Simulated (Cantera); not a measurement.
Input: 1 mol HMDSO, 0.86 mol H₂O, equilibrated at 1102 °C and 94000 Pa.

Method: chemical equilibrium by Gibbs-energy minimisation in Cantera with the NASA 1993 tables (ideal gas, pure condensed phases). Candidate condensed phases: C, C₆H₆, C₇H₈, C₈H₁₈, H₂O, Si, SiC, SiO₂; 123 gas species. The feed counts by its element totals alone. Mutual solubility and eutectic melting of coexisting phases are not modelled. The tables hold silica as quartz up to 1696 K and as liquid above; real silica turns to tridymite and cristobalite and melts near 1996 K. Equilibrium is a limit: real reactors are often held back by kinetics, nucleation or transport.

Base state: H₂ 0.993, CH₄ 0.00461, CO 0.00270, H₂O 1.16e-5 (mole fractions); condensed: C(graphite) + SiC(s) + SiO₂(β-quartz).

Task: What changes in the equilibrium state with this change: temperature from 1102 °C to 1252 °C?

Result: 
```json
[
 {"species": "H₂", "before": "0.993", "after": "0.962"},
 {"species": "CO", "before": "0.00270", "after": "0.0355"},
 {"species": "CH₄", "before": "0.00461", "after": "0.00199"},
 {"species": "SiO", "before": "2.99e-6", "after": "7.72e-5"},
 {"species": "H", "before": "3.52e-6", "after": "2.39e-5"},
 {"species": "C₂H₂ (acetylene)", "before": "1.76e-6", "after": "1.16e-5"},
 {"species": "H₂O", "before": "1.16e-5", "after": "4.63e-5"},
 {"species": "C(graphite), mol", "before": "4.84", "after": "4.37"},
 {"species": "SiC(s), mol", "before": "1.08", "after": "1.25"},
 {"species": "SiO₂(β-quartz), mol", "before": "0.917", "after": "0.748"}
]
```

Task: What changes in the equilibrium state with this change: temperature from 1102 °C to 1027 °C?

Result: 
```
species               before     after
-------------------  -------  --------
H₂                     0.993     0.992
CH₄                  0.00461   0.00728
CO                   0.00270  0.000593
H₂O                  1.16e-5   5.04e-6
C(graphite), mol        4.84      4.85
SiC(s), mol             1.08      1.07
SiO₂(β-quartz), mol    0.917     0.927
```
